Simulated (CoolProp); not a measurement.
A single-stage vapour-compression cycle with the fluid: evaporating at 296.15 K (dew point), condensing at 317.15 K (bubble point), superheat 2 K, subcooling 2 K, compressor efficiency 0.7, no pressure losses. The same conditions are run with several fluids, on thermodynamics alone (safety and materials aside).

The numbers come from the reference Helmholtz-energy equation of state of each fluid (dimethyl ether: Wu 2011; R227EA: Lemmon 2016; R11: Jacobsen 1992; propyne: Polt 1992; chlorine: Thol 2021; n-perfluorobutane: Gao 2022) in CoolProp. The equations of Platzer and Polt are older, rougher fits.

```tsv
fluid	cooling COP	pressure ratio	discharge temperature (K)	refrigerating effect (kJ/kg)	volumetric capacity (kJ/m³)
dimethyl ether	…	1.77	330.1	…	4180
R227EA	8.53	…	317.1	91.6	3080
R11	9.36	2.00	330.1	166	941
propyne	9.13	1.78	332.7	426	4220
chlorine	9.01	…	354.4	…	5410
n-perfluorobutane	8.37	1.88	317.2	68.6	1820
```

Complete the blanks.


- dimethyl ether, cooling COP: 9.04
- dimethyl ether, refrigerating effect (kJ/kg): 359
- R227EA, pressure ratio: 1.83
- chlorine, pressure ratio: 1.71
- chlorine, refrigerating effect (kJ/kg): 231

The compression ends wet for: R227EA; n-perfluorobutane.
